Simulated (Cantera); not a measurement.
## PH3 + H2 + O2 (abatement and gas-phase synthesis)

A closed system holds: 1 mol PH3, 0.78 mol H2, 0.082 mol O2, equilibrated at 1098 K and 1.00 bar.

Cantera equilibrium calculation (NASA polynomials, part measured and part estimated; ideal gas, pure solids and liquids). Candidate condensed phases: H2O, P, P4O10; 17 gas species. Gases not in the tables: HPO2, HPO3 and P4O6. Equilibrium is a limit: real reactors are often held back by kinetics, nucleation or transport.

| Quantity | Value |
|---|---|
| x(H2) | 0.831 |
| x(P4) | 0.0927 |
| x(H2O) | 0.0645 |
| x(P2) | 0.0109 |
| x(PH3) | 0.000460 |
| x(PO) | 2.67e-6 |
| x(PO2) | 1.58e-6 |
| gas amount | 2.543 mol |
| log10 activity of P(l) (absent) | -0.77 |
